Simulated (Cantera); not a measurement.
# Thermodynamics of thermal oxidation and active oxidation of silicon, feed Si + CO₂ + N₂

Charge: 1 mol Si, 0.31 mol CO₂, 830 mol N₂, equilibrated at 2800 Pa.

Method: chemical equilibrium by Gibbs-energy minimisation in Cantera with the NASA 1993 tables (ideal gas, pure condensed phases). Candidate condensed phases: C, Si, SiC, SiO₂, Si₂N₂O, Si₃N₄; 34 gas species. N₂ is the only nitrogen source here; it is nearly inert below about 1500 K, so the nitride shown seldom forms there in practice. Mutual solubility and eutectic melting of coexisting phases are not modelled. The tables' values for SiN are old estimates; treat these amounts as uncertain. The numbers say what is thermodynamically allowed, not how fast it happens.

From 1073 K to 1373 K the condensed part is C(graphite) + Si₂N₂O(s). At 1448 K the condensed part is SiC(s) + Si₂N₂O(s) + Si₃N₄(s). From 1523 K to 1598 K the condensed part is Si₂N₂O(s) + Si₃N₄(s). From 1673 K to 1748 K the condensed part is Si₃N₄(s). At 1823 K the condensed part is SiC(s) + Si₃N₄(s). From 1898 K to 1973 K the condensed part is SiC(s).

```tsv
T (K)	x N₂	x Si	x SiO	x CO	x SiN	x Si₂N	x Si₂C	n C(graphite)	n Si₂N₂O(s)	n SiC(s)	n Si₃N₄(s)
1073	1.000	<1e-12	2.34e-12	0.000145	<1e-12	<1e-12	<1e-12	0.190	0.500	0	0
1148	1.000	<1e-12	5.05e-11	0.000145	<1e-12	<1e-12	<1e-12	0.190	0.500	0	0
1223	1.000	<1e-12	7.44e-10	0.000145	<1e-12	<1e-12	<1e-12	0.190	0.500	0	0
1298	1.000	<1e-12	7.98e-9	0.000145	<1e-12	<1e-12	<1e-12	0.190	0.500	0	0
1373	1.000	2.44e-11	6.57e-8	0.000145	9.46e-12	<1e-12	<1e-12	0.190	0.500	0	0
1448	1.000	7.31e-10	6.98e-7	0.000317	1.98e-10	1.95e-12	<1e-12	0	0.356	0.0468	0.0800
1523	1.000	1.23e-8	7.41e-6	0.000374	2.40e-9	7.09e-11	1.40e-11	0	0.304	0	0.129
1598	1.000	1.58e-7	6.27e-5	0.000374	2.30e-8	1.83e-9	1.75e-10	0	0.258	0	0.144
1673	0.999	1.61e-6	0.000373	0.000373	1.79e-7	3.49e-8	2.03e-9	0	0	0	0.229
1748	0.999	1.34e-5	0.000374	0.000373	1.16e-6	5.13e-7	9.58e-8	0	0	0	0.226
1823	0.999	9.35e-5	0.000556	0.000191	6.48e-6	6.02e-6	1.12e-6	0	0	0.151	0.0974
1898	0.999	0.000349	0.000576	0.000170	1.96e-5	2.26e-5	6.06e-6	0	0	0.163	0
1973	0.999	0.000657	0.000408	0.000338	3.05e-5	2.40e-5	1.60e-5	0	0	0.0155	0
```
x: gas mole fraction; n: condensed amount in mol.
